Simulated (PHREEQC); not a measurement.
Dissolve 0.00051 mol/kgw PbCl2, 0.057 mol/kgw NaNO3 and 0.00067 mol/kgw Cu(NO3)2 at 12 °C. Closed to the air; pH follows from the charge balance.

Model: ion-association model, wateq4f.dat, run in PHREEQC.

```csv
quantity,before,after
pH,5.48,5.54
CuOH+ (mol/kgw),1.15e-6,1.33e-6
Cu(OH)2 (mol/kgw),5.74e-7,7.57e-7
Cu2(OH)2+2 (mol/kgw),2.24e-7,2.95e-7
SI of Tenorite (CuO),-0.68,-0.56
SI of Cu(OH)2 (Cu(OH)2),-1.70,-1.58
```

Problem. Which change was made?
(A) Cu(NO3)2 from 0.00067 to 0.000335 mol/kgw
(B) Cu(NO3)2 from 0.00067 to 0.000134 mol/kgw
(C) diluted 100-fold with water
(D) diluted 10-fold with water
(E) PbCl2 left out

Solution. E, PbCl2 left out

This is a speciation only: nothing precipitates in the calculation. Away from 25 °C the constants follow the database's enthalpies or fits; those with neither stay at their 25 °C values.
